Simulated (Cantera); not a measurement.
A perfectly stirred reactor is fed with CH₄ : H₂ = 1 : 4.9 (molar parts), at 20.0 Torr; it is held at 1750 K, and followed from long to short residence time.

Detailed kinetics in Cantera: GRI-Mech 3.0 (53 species, 325 reactions). GRI-Mech 3.0 stops at C3 and has no aromatics, soot or wall deposition, so with more carbon than oxygen in the feed, carbon stays in small species such as C2H2 where larger ones or solid carbon would form. Radical loss at walls, strong at low pressure, is not modelled.

Q: What does this change do: CH4 1 to 4.1 parts?

A: 
| quantity | before | after |
|---|---|---|
| x(CH₄) at τ = 1.10 s | 0.0300 | 0.0472 |
| x(H₂) at τ = 1.10 s | 0.909 | 0.811 |
| x(C₂H₆) at τ = 1.10 s | 3.62e-6 | 8.92e-6 |
| x(CH₃) at τ = 1.10 s | 0.000729 | 0.00112 |
| x(C₂H₄) at τ = 1.10 s | 0.000145 | 0.000352 |
| x(CH₄) at τ = 15.0 ms | 0.149 | 0.334 |
| x(H₂) at τ = 15.0 ms | 0.840 | 0.619 |
| x(C₂H₆) at τ = 15.0 ms | 4.34e-5 | 0.000222 |
| x(CH₃) at τ = 15.0 ms | 0.00221 | 0.00496 |
| x(C₂H₄) at τ = 15.0 ms | 0.00121 | 0.00677 |

Q: What does this change do: pressure from 20.0 Torr to 0.750 Torr?

A: 
```csv
quantity,before,after
x(CH₄) at τ = 1.10 s,0.0300,0.0940
x(H₂) at τ = 1.10 s,0.909,0.871
x(C₂H₆) at τ = 1.10 s,3.62e-6,1.17e-5
x(CH₃) at τ = 1.10 s,0.000729,0.00290
x(C₂H₄) at τ = 1.10 s,0.000145,0.000901
x(CH₄) at τ = 15.0 ms,0.149,0.169
x(H₂) at τ = 15.0 ms,0.840,0.830
x(C₂H₆) at τ = 15.0 ms,4.34e-5,8.70e-8
x(CH₃) at τ = 15.0 ms,0.00221,0.000198
x(C₂H₄) at τ = 15.0 ms,0.00121,2.15e-6
```
